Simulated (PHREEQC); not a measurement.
Solution A (0.033 mol HCl and 3.3e-05 mol NiSO4 per kg of water) is mixed with solution B (0.082 mol H2SO4, 3.6e-05 mol Li2SO4 and 0.0003 mol NiSO4 per kg of water) at 25 °C; shares are by mass of water, 1 kg in all. O2 is buffered at 0.21 atm. The system is closed to CO2. The run lets Ni(OH)2, Ni4(OH)6SO4, Morenosite precipitate or redissolve, and no other solid.

Computed with PHREEQC (ion-association model, wateq4f.dat).

```tsv
share of solution B	pH	HSO4- (mol/kgw)	Ni+2 (mol/kgw)	NiSO4 (mol/kgw)	SO4-2 (mol/kgw)
0	1.54	2.08e-5	3.15e-5	1.95e-8	1.22e-5
0.1	1.46	[?]	[?]	6.28e-6	0.00279
0.2	1.39	0.0113	7.01e-5	1.41e-5	0.00515
0.3	1.33	0.0175	8.82e-5	[?]	0.00723
0.4	1.29	0.0238	[?]	3.16e-5	0.00910
0.5	[?]	0.0303	0.000124	4.09e-5	0.0108
0.6	1.21	0.0370	0.000141	5.03e-5	0.0124
0.7	1.17	0.0438	0.000159	5.98e-5	[?]
0.8	1.14	0.0506	[?]	6.94e-5	0.0152
0.9	1.12	0.0575	0.000194	7.91e-5	0.0165
1	1.09	0.0646	0.000211	8.89e-5	0.0177
```

Question: What belongs in the gaps?

Answer: 
- 0.1, HSO4- (mol/kgw): 0.00547
- 0.1, Ni+2 (mol/kgw): 5.15e-5
- 0.3, NiSO4 (mol/kgw): 2.27e-5
- 0.4, Ni+2 (mol/kgw): 0.000106
- 0.5, pH: 1.24
- 0.7, SO4-2 (mol/kgw): 0.0138
- 0.8, Ni+2 (mol/kgw): 0.000176
